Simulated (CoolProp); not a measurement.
R1234yf along the isotherm 110.75 °C: density (kg/m³) from the reference equation and from simpler models built on Tc = 94.7 °C, pc = 3.384 MPa, ω = 0.276; each cubic takes its own stable root.

Values from CoolProp's reference Helmholtz-energy equation of state, Lemmon 2022.

| p (MPa) | phase | reference |
|---|---|---|
| 0.508 | gas | 19.04 |
| 1.02 | gas | 40.36 |
| 1.52 | gas | 63.86 |
| 2.03 | gas | 91.55 |
| 2.54 | gas | 124.7 |
| 3.05 | gas | 166.6 |
| 3.55 | supercritical | 223.4 |
| 4.06 | supercritical | 321.7 |
| 4.57 | supercritical | 501.9 |
| 5.08 | supercritical | 622.4 |

**Question.** How far does each simpler model (ideal gas, van der Waals, Redlich-Kwong, Peng-Robinson) lie from the reference over these 10 states: mean and median of the absolute difference, and the worst?

**Answer.** 
- ideal gas: mean 34.8 %, median 30.9 %, worst -70.8 % at 110.75 °C and 5.08 MPa
- van der Waals: mean 5.7 %, median 2.5 %, worst -21.7 % at 110.75 °C and 5.08 MPa
- Redlich-Kwong: mean 2.5 %, median 0.2 %, worst -13.6 % at 110.75 °C and 5.08 MPa
- Peng-Robinson: mean 3.3 %, median 1.7 %, worst -12.4 % at 110.75 °C and 5.08 MPa
